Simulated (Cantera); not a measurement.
Oxide etching and cleaning by halides: MgO + F₂ + H₂

Input: 1 mol MgO, 1.7 mol F₂, 16 mol H₂, held at 0.830 bar.

Equilibrium computed with Cantera from the NASA thermochemical tables; the gas is ideal and each condensed phase is pure. Candidate condensed phases: H₂O, Mg, MgF₂, MgO, Mg(OH)₂; 31 gas species. Mutual solubility and eutectic melting of coexisting phases are not modelled. Rates play no part.

```csv
T (K),x H₂,x HF,x H₂O,x MgF₂,x H,n MgF₂(s),n MgF₂(l),n MgO(s)
823,0.856,0.0838,0.0599,<1e-12,7.45e-12,1.00,0,0
923,0.856,0.0838,0.0599,<1e-12,2.48e-10,1.00,0,0
1023,0.856,0.0838,0.0599,4.95e-11,4.20e-9,1.00,0,0
1123,0.856,0.0838,0.0599,2.68e-9,4.33e-8,1.00,0,0
1223,0.856,0.0838,0.0599,7.41e-8,3.05e-7,1.000,0,0
1323,0.856,0.0838,0.0599,1.22e-6,1.61e-6,1.000,0,0
1423,0.856,0.0838,0.0599,1.33e-5,6.75e-6,1.000,0,0
1523,0.856,0.0838,0.0599,0.000104,2.35e-5,0.998,0,0
1623,0.846,0.106,0.0474,0.000489,6.98e-5,0,0.793,0.198
1723,0.835,0.127,0.0359,0.00182,0.000183,0,0.582,0.386
```
x: gas mole fraction; n: condensed amount in mol.

From 823 K to 1523 K the condensed part is MgF₂(s). From 1623 K to 1723 K the condensed part is MgF₂(l) + MgO(s).
